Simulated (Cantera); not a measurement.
A Cantera script and what it prints.

```python
import numpy as np
import cantera as ct

gas_names = """
    H HNO HNO2 HNO3 HO2 H2 H2O H2O2 N NH NH2 NH3 NH2OH NO NO2 NO3 N2 N2H2 N2H4 N2O O OH O2 O3 V VN VO
    VO2
""".split()
cond_names = """
    H2O(s) H2O(L) V(cr) V(L) VN(s) VO(s) VO(L) V2O3(s) V2O3(L) V2O4(I) V2O4(II) V2O4(L) V2O5(s) V2O5(L)
""".split()


# ... load() reads the species with a 1 bar reference pressure and builds the phases ...
atoms = {
    'V': {'V': 1},
    'N2O': {'N': 2, 'O': 1},
    'H2': {'H': 2},
}
top_T = {'VN(s)': 2300}  # K; cautious upper limits of use, not melting points


# ... equilibrate(T, P, feed) seeds the gas with the atoms and calls Mixture.equilibrate('TP', solver="vcs", rtol=1e-11, max_steps=5000) ...
results = []
feed = {'V': 1, 'N2O': 1.7, 'H2': 31}  # mol
P = 2.5  # Pa
for T in [1223, 1298, 1373, 1448, 1523, 1598, 1673, 1748, 1823, 1898, 1973, 2048, 2123]:
    mix = equilibrate(T, P, feed)
    results.append((T, P, feed, dict(zip(mix.species_names, mix.species_moles))))

top = {s: max(r[3][s] / sum(r[3][g] for g in gas_names) for r in results) for s in gas_names}
cols = sorted((s for s in top if top[s] > 1e-06), key=lambda s: -top[s])[:8]
seen = [c for c in cond_names if any(r[3].get(c, 0) > 1e-12 for r in results)]
print("log10 of partial pressures in bar; condensed amounts in mol")
print(f"{'T/K':>10s}" + "".join(f"{s[:9]:>10s}" for s in cols + seen))
for T, P, feed, n in results:
    ng = sum(n[g] for g in gas_names)
    print(f"{T:10.4g}" + "".join(f"{np.log10(max(n[s] / ng * P / 1e5, 1e-99)):10.3f}" for s in cols)
          + "".join(f"{n.get(c, 0):10.4g}" for c in seen))
```

Output:

```
log10 of partial pressures in bar; condensed amounts in mol
       T/K        H2         H        N2       VO2        VO       H2O         V        OH     VO(s)   V2O3(s)
      1223    -4.628    -8.836    -5.886   -13.068   -15.039    -6.816   -18.664   -13.069         0       0.5
      1298    -4.628    -8.284    -5.886   -11.879   -13.580    -6.816   -16.848   -12.360         0       0.5
      1373    -4.628    -7.792    -5.886   -10.825   -12.286    -6.816   -15.236   -11.727         0       0.5
      1448    -4.629    -7.350    -5.887    -9.883   -11.131    -6.816   -13.794   -11.161         0    0.4999
      1523    -4.630    -6.951    -5.887    -9.038   -10.093    -6.818   -12.498   -10.650         0    0.4993
      1598    -4.633    -6.590    -5.889    -8.277    -9.154    -6.825   -11.321   -10.192         0    0.4961
      1673    -4.639    -6.263    -5.892    -7.522    -8.370    -6.703   -10.451    -9.645    0.1595    0.3975
      1748    -4.653    -5.968    -5.899    -6.824    -7.667    -6.578    -9.692    -9.126    0.4864    0.1411
      1823    -4.674    -5.700    -5.912    -6.478    -7.025    -6.763    -8.706    -8.947    0.4045         0
      1898    -4.708    -5.461    -5.930    -6.391    -6.569    -7.045    -7.837    -8.885         0         0
      1973    -4.757    -5.249    -5.951    -6.425    -6.576    -7.010    -7.775    -8.523         0         0
      2048    -4.834    -5.067    -5.981    -6.467    -6.594    -7.007    -7.729    -8.203         0         0
      2123    -4.947    -4.919    -6.020    -6.518    -6.622    -7.048    -7.696    -7.927         0         0
```

These are equilibrium values from Cantera (NASA tables, ideal gas, pure condensed phases), not measurements of a reactor. Mutual solubility and eutectic melting of coexisting phases are not modelled. VO: taken at fixed stoichiometry. Condensed phases not in the tables: the oxides between V2O3 and V2O5 other than VO2.
